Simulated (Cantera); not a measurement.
Cantera run:

```python
import numpy as np
import cantera as ct

gas_names = """
    C CH CH2 CH3 CH2OH CH3O CH4 CH3OH CO CO2 COOH C2 C2H CHCO,ketyl C2H2,acetylene C2H2,vinylidene
    CH2CO,ketene C2H3,vinyl CH3CO,acetyl C2H4 C2H4O,ethylen CH3CHO,ethanal CH3COOH (HCOOH)2 C2H5 C2H6
    CH3OCH3 C2H5OH C2O C3 C3H3,propargyl C3H4,allene C3H4,propyne C3H4,cyclo- C3H5,allyl C3H6,propylene
    C3H6,cyclo- C3H6O C3H7,n-propyl C3H7,i-propyl C3H8 C3H8O,1propanol C3H8O,2propanol C3O2 C4 C4H2
    C4H4,1,3-cyclo- C4H6,butadiene C4H6,2-butyne C4H6,cyclo- C4H8,1-butene C4H8,cis2-buten
    C4H8,tr2-butene C4H8,isobutene C4H8,cyclo- (CH3COOH)2 C4H9,n-butyl C4H9,i-butyl C4H9,s-butyl
    C4H9,t-butyl C4H10,isobutane C4H10,n-butane C5 C5H6,1,3cyclo- C5H8,cyclo- C5H10,1-pentene
    C5H10,cyclo- C5H11,pentyl C5H11,t-pentyl C5H12,n-pentane C5H12,i-pentane CH3C(CH3)2CH3 C6H2
    C6H5,phenyl C6H5O,phenoxy C6H6 C6H5OH,phenol C6H10,cyclo- C6H12,1-hexene C6H12,cyclo- C6H13,n-hexyl
    C7H7,benzyl C7H8 C7H8O,cresol C7H14,1-heptene C7H15,n-heptyl C7H16,n-heptane C8H8,styrene
    C8H10,ethylbenz C8H16,1-octene C8H17,n-octyl C8H18,isooctane C8H18,n-octane C9H19,n-nonyl
    C10H8,naphthale C10H21,n-decyl C12H9,o-bipheny C12H10,bipheny H HCO HO2 H2 HCHO,formaldehy HCOOH H2O
    H2O2 O OH O2 O3 Pb PbO Pb2
""".split()
cond_names = """
    C(gr) C6H6(L) C7H8(L) C8H18(L),n-octa H2O(s) H2O(L) Pb(cr) Pb(L) PbO(rd) PbO(yw) PbO(L) PbO2(s)
    Pb3O4(s)
""".split()


def load(file, names, dense=False):
    # The tables refer to 1 bar. Condensed volumes are neglected.
    table = {s.name: s for s in ct.Species.list_from_file(file)}
    out = []
    for n in names:
        d = dict(table[n].input_data)
        d["thermo"] = dict(d["thermo"], **{"reference-pressure": 1e5})
        if dense:
            d["equation-of-state"] = {"model": "constant-volume", "density": "1e6 g/cm^3"}
        out.append(ct.Species.from_dict(d))
    return out


gas = ct.Solution(thermo="ideal-gas", species=load("nasa_gas.yaml", gas_names))
cond = {s.name: ct.Solution(thermo="fixed-stoichiometry", species=[s], name=s.name)
        for s in load("nasa_condensed.yaml", cond_names, dense=True)}
atoms = {
    'Pb': {'Pb': 1},
    'H2': {'H': 2},
    'CO': {'C': 1, 'O': 1},
}
top_T = {'C(gr)': 4500, 'Pb3O4(s)': 820}  # K; cautious upper limits of use, not melting points


def equilibrate(T, P, feed):
    n = {}
    for name, mol in feed.items():
        for a, k in atoms[name].items():
            n[a] = n.get(a, 0.0) + k * mol
    gas.TPX = T, P, n
    mass = sum(n.values()) * gas.mean_molecular_weight
    gas.equilibrate("TP")
    valid = [c for c in cond.values() if c.min_temp <= T <= top_T.get(c.name, c.max_temp)]
    mix = ct.Mixture([(gas, mass / gas.mean_molecular_weight)] + [(c, 0.0) for c in valid])
    mix.T, mix.P = T, P
    mix.equilibrate("TP", solver="gibbs", rtol=1e-10, max_steps=50000)
    return mix


results = []
T = 1150  # K
P = 13332.2  # Pa
for m in [0.042, 0.087, 0.13, 0.18, 0.22, 0.27, 0.31, 0.36, 0.4, 0.45, 0.49, 0.54]:
    feed = {'Pb': 1, 'H2': 0.73, 'CO': m}  # mol
    mix = equilibrate(T, P, feed)
    results.append((T, P, feed, dict(zip(mix.species_names, mix.species_moles))))

top = {s: max(r[3][s] / sum(r[3][g] for g in gas_names) for r in results) for s in gas_names}
cols = sorted((s for s in top if top[s] > 0.0001), key=lambda s: -top[s])[:5]
seen = [c for c in cond_names if any(r[3].get(c, 0) > 1e-12 for r in results)]
print("log10 of partial pressures in bar; condensed amounts in mol")
print(f"{'n(CO)':>10s}" + "".join(f"{s[:9]:>10s}" for s in cols + seen))
for T, P, feed, n in results:
    ng = sum(n[g] for g in gas_names)
    print(f"{feed['CO']:10.4g}" + "".join(f"{np.log10(max(n[s] / ng * P / 1e5, 1e-99)):10.3f}" for s in cols)
          + "".join(f"{n.get(c, 0):10.4g}" for c in seen))
```

Result:

```
log10 of partial pressures in bar; condensed amounts in mol
     n(CO)        H2        CO        Pb       CH4       H2O     C(gr)     Pb(L)
     0.042    -0.901    -2.148    -3.538    -3.895    -3.915         0    0.9983
     0.087    -0.926    -1.853    -3.538    -3.774    -3.815         0    0.9982
      0.13    -0.948    -1.700    -3.538    -3.722    -3.782         0    0.9981
      0.18    -0.973    -1.582    -3.538    -3.689    -3.771         0     0.998
      0.22    -0.992    -1.514    -3.538    -3.675    -3.773         0    0.9979
      0.27    -1.014    -1.447    -3.538    -3.665    -3.783         0    0.9978
      0.31    -1.031    -1.404    -3.538    -3.693    -3.763 0.0002417    0.9977
      0.36    -1.051    -1.359    -3.538    -3.733    -3.739 0.0005965    0.9976
       0.4    -1.067    -1.329    -3.538    -3.765    -3.725 0.0008742    0.9975
      0.45    -1.086    -1.297    -3.538    -3.802    -3.711  0.001214    0.9974
      0.49    -1.100    -1.274    -3.538    -3.831    -3.703  0.001482    0.9974
      0.54    -1.118    -1.249    -3.538    -3.866    -3.696  0.001811    0.9972
```

These are equilibrium values from Cantera (NASA tables, ideal gas, pure condensed phases), not measurements of a reactor.
